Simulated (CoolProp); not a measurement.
A Linde-Hampson liquefier for dry air: isothermal reversible compression at 300 K from 1 atm to 20 MPa, throttling to 1 atm, return gas leaving the recuperator 0 K below the feed. Each further row changes one setting.

The numbers come from the reference Helmholtz-energy equation of state, Lemmon 2000 in CoolProp. It is a pseudo-pure fit of the blend.

```tsv
case	liquid yield per pass	compression work (kJ/kg of gas)
as stated	___	454
high pressure 40 MPa	___	___
warm-end temperature 330 K	0.060	___
warm-end gap 5 K	___	454
```

Question: What belongs in the gaps?

Answer: 
- as stated, liquid yield per pass: 0.081
- high pressure 40 MPa, liquid yield per pass: 0.105
- high pressure 40 MPa, compression work (kJ/kg of gas): 520
- warm-end temperature 330 K, compression work (kJ/kg of gas): 502
- warm-end gap 5 K, liquid yield per pass: 0.070
